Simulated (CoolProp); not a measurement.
Properties of C2F6 (R116) along the isobar 160 bar.

Computed with CoolProp (reference Helmholtz-energy equation of state, Lemmon 2006). It is a short technical equation, of lower accuracy than the large ones.

| T (K) | phase | density (kg/m³) | cp (kJ/(kg K)) | cv (kJ/(kg K)) | fugacity coefficient |
|---|---|---|---|---|---|
| 265.6 | liquid | 1395 | 1.038 | [?] | 0.1442 |
| 279.9 | liquid | 1334 | 1.066 | 0.7475 | 0.1916 |
| 294.2 | supercritical | 1270 | 1.094 | 0.7665 | 0.2445 |
| 308.6 | supercritical | [?] | [?] | 0.7853 | [?] |
| 322.9 | supercritical | 1137 | 1.142 | 0.8037 | [?] |
| 337.3 | supercritical | 1068 | [?] | 0.8216 | 0.4206 |
| 351.6 | supercritical | 1001 | 1.174 | 0.8387 | 0.4795 |
| 365.9 | supercritical | 935.7 | 1.182 | 0.8549 | 0.5364 |
| 380.3 | supercritical | 873.1 | 1.186 | 0.8704 | 0.5909 |

Task: Complete the blanks.

Result: 
- 265.6, cv (kJ/(kg K)): 0.7284
- 308.6, density (kg/m³): 1204
- 308.6, cp (kJ/(kg K)): 1.119
- 308.6, fugacity coefficient: 0.3016
- 322.9, fugacity coefficient: 0.3605
- 337.3, cp (kJ/(kg K)): 1.161
